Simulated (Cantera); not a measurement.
A closed system holds: 1 mol SiO₂, 0.51 mol C, 0.21 mol CO, held at 810000 Pa.

These are equilibrium values from Cantera (NASA tables, ideal gas, pure condensed phases), not measurements of a reactor. Candidate condensed phases: C, Si, SiC, SiO₂; 20 gas species. The tables hold silica as quartz up to 1696 K and as liquid above; real silica turns to tridymite and cristobalite and melts near 1996 K. Rates play no part. All values below are at 1127 °C.

Base state: CO 0.986, CO₂ 0.0135 (mole fractions); condensed: C(graphite) + SiO₂(β-quartz).

Task: What changes in the equilibrium state with this change: pressure from 810000 Pa to 10000 Pa?

Result: 
| species | before | after |
|---|---|---|
| CO | 0.986 | 1.000 |
| CO₂ | 0.0135 | 0.000172 |
| C(graphite), mol | 0.513 | 0.510 |
| SiO₂(β-quartz), mol | 1.00 | 1.00 |
